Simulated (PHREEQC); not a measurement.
# Buffer (model solution)

Solution (20 °C): 0.0018 mol HF, 0.00068 mol Na2HPO4 and 0.0061 mol NaCl per kg of water. Closed to the air; pH follows from the charge balance.

Computed with PHREEQC (ion-association model, phreeqc.dat).

No solid was allowed to form.

Estimate the pH, specific conductance.

pH 3.37; specific conductance 903 µS/cm.

In which forms is P present?

H2PO4- 95 %, H3PO4 5.1 % of the P.

Complexes and solids missing from the database can't appear.
